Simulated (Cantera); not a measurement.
Input: 1 mol TiO₂, 0.68 mol MgCl₂, 2.3 mol O₂, held at 625 °C and 0.260 bar.

These are equilibrium values from Cantera (NASA tables, ideal gas, pure condensed phases), not measurements of a reactor. Condensed phases not in the tables: TiOCl, alloys, solid solutions and most ternary compounds. The numbers say what is thermodynamically allowed, not how fast it happens.

| species | before | after |
|---|---|---|
| O₂ | 0.742 | 0.630 |
| Cl | 7.09e-5 | 0.298 |
| MgCl₂ | 8.44e-8 | 0.0559 |
| Cl₂ | 0.258 | 0.00504 |
| TiOCl₂ | <1e-9 | 0.000106 |
| O | <1e-9 | 0.00883 |
| TiO₂ | <1e-9 | 6.52e-5 |
| MgCl | <1e-9 | 3.58e-5 |
| ClO | 2.63e-6 | 0.00147 |
| MgTiO₃(s), mol | 0.360 | 0 |
| MgTi₂O₅(s), mol | 0.320 | 0 |
| MgTi₂O₅(l), mol | 0 | 0.500 |
Gas species are given as mole fractions.

**Question.** What was changed between the two runs?
A) MgCl₂ from 0.68 to 1.5 mol
B) pressure from 0.260 bar to 31.0 Pa
C) temperature from 625 °C to 2050 °C
D) MgCl₂ from 0.68 to 1.8 mol

**Answer.** C, temperature from 625 °C to 2050 °C. Condensed phases not in the tables: alloys, solid solutions and most ternary compounds
